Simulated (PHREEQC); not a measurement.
Make-up at 69 °C: 150 mmol/kgw ZnSO4, 0.33 mmol/kgw NaF and 0.1 mmol/kgw NaCl. It is in equilibrium with CO2 at log p = -2 (atm). Otherwise closed; pH follows from the charge balance.

Computed with PHREEQC (ion-association model, wateq4f.dat).

| quantity | before | after |
|---|---|---|
| pH | 4.95 | 5.23 |
| ionic strength (mol/kgw) | 0.273 | 0.000436 |
| Na+ (mol/kgw) | 0.000400 | 0.000430 |
| CO2 (mol/kgw) | 0.000136 | 0.000144 |
| HCO3- (mol/kgw) | 8.94e-6 | 1.25e-5 |
| NaHCO3 (mol/kgw) | 9.48e-10 | 2.87e-9 |
| SI of Nahcolite (NaHCO3) | -8.55 | -8.09 |
| SI of Natron (Na2CO3:10H2O) | -17.66 | -16.74 |

Question: What was changed between the two runs?
A) temperature from 69 to 5 °C
B) ZnSO4 from 0.15 to 0.03 mol/kgw
C) 0.0042 mol/kgw CO2 added
D) ZnSO4 left out
E) NaCl replaced by NaAlO2 at the same molality

Answer: D, ZnSO4 left out

Precipitation was switched off in this run. Away from 25 °C the constants follow the database's enthalpies or fits; those with neither stay at their 25 °C values.
